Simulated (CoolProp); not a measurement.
Vapour-liquid equilibrium of n-decane (1) + n-dodecane (2) at 46.1 kPa; x and y are mole fractions of (1).

Computed with CoolProp (multi-fluid Helmholtz-energy mixture model, Lemmon 2006 and Lemmon 2004; pair parameters Bell 2016).

```json
[
 {"x": "0.05", "bubble temperature (K)": "(withheld)", "y at the bubble point": "0.126", "dew temperature at overall composition x (K)": "(withheld)", "liquid density (mol/L)": "3.686"},
 {"x": "0.2", "bubble temperature (K)": "447.3", "y at the bubble point": "0.421", "dew temperature at overall composition x (K)": "(withheld)", "liquid density (mol/L)": "3.802"},
 {"x": "0.35", "bubble temperature (K)": "440.0", "y at the bubble point": "0.622", "dew temperature at overall composition x (K)": "(withheld)", "liquid density (mol/L)": "3.916"},
 {"x": "0.5", "bubble temperature (K)": "433.8", "y at the bubble point": "0.760", "dew temperature at overall composition x (K)": "444.6", "liquid density (mol/L)": "(withheld)"},
 {"x": "0.65", "bubble temperature (K)": "428.5", "y at the bubble point": "0.858", "dew temperature at overall composition x (K)": "438.8", "liquid density (mol/L)": "4.145"},
 {"x": "0.8", "bubble temperature (K)": "423.9", "y at the bubble point": "0.929", "dew temperature at overall composition x (K)": "(withheld)", "liquid density (mol/L)": "4.262"},
 {"x": "0.95", "bubble temperature (K)": "419.9", "y at the bubble point": "0.984", "dew temperature at overall composition x (K)": "422.5", "liquid density (mol/L)": "4.382"}
]
```

What belongs in the gaps?


- 0.05, bubble temperature (K): 455.8
- 0.05, dew temperature at overall composition x (K): 457.7
- 0.2, dew temperature at overall composition x (K): 453.9
- 0.35, dew temperature at overall composition x (K): 449.6
- 0.5, liquid density (mol/L): 4.030
- 0.8, dew temperature at overall composition x (K): 431.7

No azeotrope shows between x = 0.05 and 0.95.

Pair parameters are fitted to limited data, so mixtures are less certain than the pure fluids.
